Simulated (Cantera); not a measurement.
A Cantera script and what it prints.

```python
import numpy as np
import cantera as ct

gas_names = [...]  # 123 gases of nasa_gas.yaml made of C, H, O, Si
cond_names = """
    C(gr) C6H6(L) C7H8(L) C8H18(L),n-octa H2O(s) H2O(L) Si(cr) Si(L) SiC(b) SiO2(Lqz) SiO2(hqz) SiO2(L)
""".split()


# ... load() reads the species with a 1 bar reference pressure and builds the phases ...
atoms = {
    'SiC': {'Si': 1, 'C': 1},
    'CO2': {'C': 1, 'O': 2},
    'H2': {'H': 2},
}
top_T = {'C(gr)': 4500, 'SiC(b)': 3050}  # K; cautious upper limits of use, not melting points


# ... equilibrate(T, P, feed) seeds the gas with the atoms and calls Mixture.equilibrate('TP', solver="vcs", rtol=1e-11, max_steps=5000) ...
results = []
T = 1350  # K
P = 10  # Pa
for m in [12, 17, 24, 33, 46, 64, 89, 120, 170, 240, 330, 460, 640]:
    feed = {'SiC': 1, 'CO2': 4.6, 'H2': m}  # mol
    mix = equilibrate(T, P, feed)
    results.append((T, P, feed, dict(zip(mix.species_names, mix.species_moles))))

top = {s: max(r[3][s] / sum(r[3][g] for g in gas_names) for r in results) for s in gas_names}
cols = sorted((s for s in top if top[s] > 0.001), key=lambda s: -top[s])[:5]
seen = [c for c in cond_names if any(r[3].get(c, 0) > 1e-12 for r in results)]
print("log10 of partial pressures in bar; condensed amounts in mol")
print(f"{'n(H2)':>10s}" + "".join(f"{s[:9]:>10s}" for s in cols + seen))
for T, P, feed, n in results:
    ng = sum(n[g] for g in gas_names)
    print(f"{feed['H2']:10.4g}" + "".join(f"{np.log10(max(n[s] / ng * P / 1e5, 1e-99)):10.3f}" for s in cols)
          + "".join(f"{n.get(c, 0):10.4g}" for c in seen))
```

Result:

```
log10 of partial pressures in bar; condensed amounts in mol
     n(H2)        H2        CO       H2O       CO2 SiO2(hqz)
        12    -4.215    -4.523    -5.139    -5.740         1
        17    -4.160    -4.625    -5.220    -5.978         1
        24    -4.118    -4.737    -5.317    -6.230    0.9999
        33    -4.088    -4.849    -5.419    -6.473    0.9999
        46    -4.064    -4.972    -5.535    -6.736    0.9998
        64    -4.047    -5.100    -5.658    -7.004    0.9996
        89    -4.034    -5.232    -5.785    -7.276    0.9993
       120    -4.026    -5.354    -5.905    -7.526    0.9987
       170    -4.018    -5.498    -6.047    -7.821    0.9974
       240    -4.013    -5.644    -6.190    -8.114     0.995
       330    -4.010    -5.779    -6.323    -8.386    0.9906
       460    -4.007    -5.921    -6.462    -8.669    0.9819
       640    -4.005    -6.062    -6.599    -8.949    0.9655
```

Equilibrium computed with Cantera from the NASA thermochemical tables; the gas is ideal and each condensed phase is pure. The tables hold silica as quartz up to 1696 K and as liquid above; real silica turns to tridymite and cristobalite and melts near 1996 K.
